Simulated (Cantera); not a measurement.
An adiabatic, constant-volume homogeneous reactor starts with CH₃OH : O₂ : N₂ = 1 : 1.52 : 4.39 (molar parts), equivalence ratio 0.99, at 1800 K and 0.560 bar.

Model: GRI-Mech 3.0 (53 species, 325 reactions), integrated in Cantera. GRI-Mech 3.0 was tuned for natural gas; its chemistry of methanol as a main component is partial and can be far from experiment.

### Question
Predict: time of steepest temperature rise; temperature at 0.100 s; equilibrium temperature; x(O₂) at 0.100 s; x(HCN) at 0.100 s; x(HCO) at 0.100 s; x(NO) at 0.100 s.

### Answer
```json
{
 "time_of_steepest_temperature_rise": "33.2 µs",
 "temperature at 0.100 s": "2945 K",
 "equilibrium_temperature": "2945 K",
 "x(O₂) at 0.100 s": "0.0354 (gas-phase equilibrium 0.0354)",
 "x(HCN) at 0.100 s": "4.11e-9 (gas-phase equilibrium 4.11e-9)",
 "x(HCO) at 0.100 s": "1.49e-7 (gas-phase equilibrium 1.49e-7)",
 "x(NO) at 0.100 s": "0.0151 (gas-phase equilibrium 0.0151)"
}
```
